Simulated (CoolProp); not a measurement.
Vapour-liquid equilibrium of toluene (1) + n-nonane (2) at 128.15 °C; x and y are mole fractions of (1).

Model: multi-fluid Helmholtz-energy mixture model, Lemmon 2006 and Lemmon 2006; pair parameters Bell 2016, in CoolProp.

```tsv
x	bubble pressure, mixture model (bar)	bubble pressure, Raoult's law (bar)	y, mixture model	y, Raoult's law
0.05	0.6075	0.5890	0.160	0.138
0.125	0.7141	0.6709	0.336	0.303
0.2	0.8159	0.7528	0.463	0.432
0.275	0.9121	0.8347	0.559	0.536
0.35	1.002	0.9166	0.634	0.621
0.425	1.087	0.9985	0.695	0.692
0.5	1.167	1.080	0.747	0.753
0.575	1.242	1.162	0.792	0.805
0.65	1.314	1.244	0.832	0.850
0.725	1.383	1.326	0.869	0.889
0.8	1.450	1.408	0.905	0.924
0.875	1.517	1.490	0.940	0.955
0.95	1.583	1.572	0.976	0.983
```

The largest gap from Raoult's law is +9.3 % in bubble pressure, at x = 0.35. No azeotrope shows between x = 0.05 and 0.95.

The pair parameters rest on a limited set of measurements; away from them the model extrapolates.
